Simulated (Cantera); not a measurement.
**Equilibrium for iron carbonyl, mercury and lead vapours: Pb + CO + N₂**

Feed: 1 mol Pb, 0.9 mol CO, 20 mol N₂, equilibrated at 0.100 bar.

Method: chemical equilibrium by Gibbs-energy minimisation in Cantera with the NASA 1993 tables (ideal gas, pure condensed phases). Candidate condensed phases: C, Pb, PbO, PbO₂, Pb₃O₄; 27 gas species. The numbers say what is thermodynamically allowed, not how fast it happens.

```json
[
 {"T (K)": "773", "x N₂": "0.968", "x Pb": "2.31e-7", "x CO": "0.0213", "x CO₂": "0.0111", "x Pb₂": "<1e-12", "x C₂N₂": "<1e-12", "x CN": "<1e-12", "n C(graphite)": "0.230", "n Pb(l)": "1.000"},
 {"T (K)": "873", "x N₂": "0.959", "x Pb": "6.36e-6", "x CO": "0.0396", "x CO₂": "0.00178", "x Pb₂": "2.25e-12", "x C₂N₂": "<1e-12", "x CN": "<1e-12", "n C(graphite)": "0.0371", "n Pb(l)": "1.000"},
 {"T (K)": "973", "x N₂": "0.957", "x Pb": "8.75e-5", "x CO": "0.0427", "x CO₂": "0.000183", "x Pb₂": "1.82e-10", "x C₂N₂": "<1e-12", "x CN": "<1e-12", "n C(graphite)": "0.00382", "n Pb(l)": "0.998"},
 {"T (K)": "1073", "x N₂": "0.956", "x Pb": "0.000731", "x CO": "0.0430", "x CO₂": "2.60e-5", "x Pb₂": "6.34e-9", "x C₂N₂": "<1e-12", "x CN": "<1e-12", "n C(graphite)": "0.000544", "n Pb(l)": "0.985"},
 {"T (K)": "1173", "x N₂": "0.953", "x Pb": "0.00422", "x CO": "0.0429", "x CO₂": "5.13e-6", "x Pb₂": "1.19e-7", "x C₂N₂": "3.05e-12", "x CN": "<1e-12", "n C(graphite)": "0.000108", "n Pb(l)": "0.911"},
 {"T (K)": "1273", "x N₂": "0.939", "x Pb": "0.0184", "x CO": "0.0423", "x CO₂": "1.28e-6", "x Pb₂": "1.38e-6", "x C₂N₂": "3.73e-11", "x CN": "<1e-12", "n C(graphite)": "0", "n Pb(l)": "0.609"},
 {"T (K)": "1373", "x N₂": "0.913", "x Pb": "0.0457", "x CO": "0.0411", "x CO₂": "3.84e-7", "x Pb₂": "5.60e-6", "x C₂N₂": "3.11e-10", "x CN": "1.07e-11", "n C(graphite)": "0", "n Pb(l)": "0"},
 {"T (K)": "1473", "x N₂": "0.913", "x Pb": "0.0457", "x CO": "0.0411", "x CO₂": "1.43e-7", "x Pb₂": "3.89e-6", "x C₂N₂": "2.00e-9", "x CN": "1.45e-10", "n C(graphite)": "0", "n Pb(l)": "0"},
 {"T (K)": "1573", "x N₂": "0.913", "x Pb": "0.0457", "x CO": "0.0411", "x CO₂": "6.07e-8", "x Pb₂": "2.83e-6", "x C₂N₂": "1.01e-8", "x CN": "1.40e-9", "n C(graphite)": "0", "n Pb(l)": "0"}
]
```
x: gas mole fraction; n: condensed amount in mol.

From 773 K to 1173 K the condensed part is C(graphite) + Pb(l). At 1273 K the condensed part is Pb(l). From 1373 K to 1573 K nothing is condensed. The main Pb-bearing gas is Pb throughout.
